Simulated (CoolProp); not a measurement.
Values from CoolProp's reference Helmholtz-energy equation of state, Zhou 2011.

Q: For dimethyl carbonate, give the phase and the cp (kJ/(kg K)) at 58.15 °C and 242 bar; 288.35 °C and 0.255 bar; 48.15 °C and 0.104 bar.

A: 
- 58.15 °C and 242 bar: liquid; cp 1.86
- 288.35 °C and 0.255 bar: gas; cp 1.79
- 48.15 °C and 0.104 bar: gas; cp 1.24
